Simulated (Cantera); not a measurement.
Mixture: CH3OH : O2 : N2 = 1 : 0.714 : 2.69 (molar parts), equivalence ratio 2.1, at 16.8 atm, adiabatic and at constant pressure. Ignition delay is the time to a rise of 400 K.

Cantera simulation using GRI-Mech 3.0 (53 species, 325 reactions); the numbers are that mechanism's predictions, not measurements. GRI-Mech 3.0 was tuned for natural gas; its chemistry of methanol as a main component is partial and can be far from experiment. The pressure lies above the range GRI-Mech 3.0 was tuned for (to about 10 atm).

Q: What does this change do: pressure from 16.8 atm to 9.87 atm?

A: 
| quantity | before | after |
|---|---|---|
| delay at 1300 K | 0.183 ms | 0.267 ms |
| delay at 1500 K | 16.4 µs | 24.4 µs |
| delay at 1700 K | 3.02 µs | 4.60 µs |
| delay at 1900 K | 0.882 µs | 1.38 µs |
| delay at 2100 K | 0.355 µs | 0.569 µs |
| apparent activation energy between 2000 and 2200 K | 140 kJ/mol | 140 kJ/mol |
